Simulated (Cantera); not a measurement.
Charge: 1 mol MgO, 1.8 mol HI, 0.28 mol H2, 0.15 mol H2O, at 1450 K and 1.00 bar.

Equilibrium computed with Cantera from the NASA thermochemical tables; the gas is ideal and each condensed phase is pure. Rates play no part.

```tsv
species	before	after
HI	0.418	0.318
I	0.198	0.281
H2	0.252	0.272
I2	0.0400	0.0240
MgI2	0.0153	0.0231
H2O	0.0759	0.0810
MgI	2.02e-6	2.02e-5
H	4.75e-6	2.84e-5
MgO(s), mol	0.962	0.940
```
Gas species are given as mole fractions.

### Question
What was changed between the two runs?
A. temperature from 1450 K to 1600 K
B. pressure from 1.00 bar to 0.0530 bar
C. temperature from 1450 K to 725 K
D. pressure from 1.00 bar to 0.133 bar

### Answer
A, temperature from 1450 K to 1600 K
